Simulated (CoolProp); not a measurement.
A simple Rankine cycle with hexamethyldisiloxane (MM): condensing at 323.15 K, boiler at 0.318 MPa, turbine inlet 433.7 K, turbine efficiency 0.8, pump efficiency 0.6, no recuperator. Each further row changes one setting.

Model: reference Helmholtz-energy equation of state, Thol 2016, in CoolProp.

| case | thermal efficiency (%) | net work (kJ/kg) | heat in (kJ/kg) | turbine exit temperature (K) | volume ratio over the turbine |
|---|---|---|---|---|---|
| as stated | 11.7 | 46.3 | 396 | 402.7 | 19.0 |
| turbine inlet 453.7 K | 11.3 | 49.0 | 435 | 422.8 | 18.7 |
| condensing temperature 315.15 K | 12.6 | 51.8 | 412 | 399.5 | 26.6 |
| boiler pressure 0.223 MPa | 10.4 | 41.6 | 400 | 407.3 | 12.9 |
| turbine efficiency 0.7 | 10.2 | 40.5 | 396 | 406.0 | 19.2 |
